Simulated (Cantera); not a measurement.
Transport properties of process gases

Gas mixture: 100 % NO, at 9.00 Torr, frozen composition.

Cantera's kinetic-theory transport with the Lennard-Jones parameters of GRI-Mech 3.0, ideal gas; thermal conductivity in the multicomponent form. The composition is frozen, though it would react at the higher temperatures.

| T (K) | ρ (kg/m³) | cp (J/kg/K) | μ (µPa s) | λ (mW/m/K) | Pr | D (cm²/s) O | D (cm²/s) NH3 | D (cm²/s) H2 |
|---|---|---|---|---|---|---|---|---|
| 400 | 0.0108 | 998.6 | 23.1 | 32.5 | 0.711 | 44.5 | 31.9 | 107 |
| 600 | 0.00722 | 1041 | 30.6 | 45.0 | 0.708 | 88.6 | 66.9 | 211 |
| 800 | 0.00541 | 1092 | 37.1 | 57.3 | 0.708 | 144 | 111 | 340 |
| 1000 | 0.00433 | 1133 | 42.9 | 68.8 | 0.707 | 208 | 164 | 493 |
| 1200 | 0.00361 | 1159 | 48.4 | 79.3 | 0.707 | 282 | 224 | 667 |
| 1400 | 0.00309 | 1181 | 53.4 | 89.3 | 0.707 | 364 | 291 | 861 |
D: mixture-averaged diffusion coefficient of that species in the mixture.
